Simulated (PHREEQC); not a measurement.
Dissolve 5 mmol/kgw HF, 130 mmol/kgw (NH4)2SiF6, 1.05 mmol/kgw HBF4 and 39.5 mmol/kgw HCl at 25 °C. Closed to the air; pH follows from the charge balance.

Equilibrium calculation in PHREEQC: ion-association model, wateq4f.dat.

No solid was allowed to form.

**Question.** Order these B species by the share of B that they hold, largest first: BF2(OH)2-, BF4-, BF3OH-, H3BO3.

**Answer.** BF4- (88 %), H3BO3 (7.5 %), BF3OH- (3.8 %), BF2(OH)2- (0.61 %)

The pH is 1.51 and the ionic strength 0.429 mol/kgw. The solution is supersaturated, for example in Quartz (slow to form), Chalcedony (slow to form), so a real one may precipitate; this is no full list. SiF6-2 is the database's only silicon fluoride. Real BF4- forms and hydrolyses slowly; the run takes it at equilibrium.
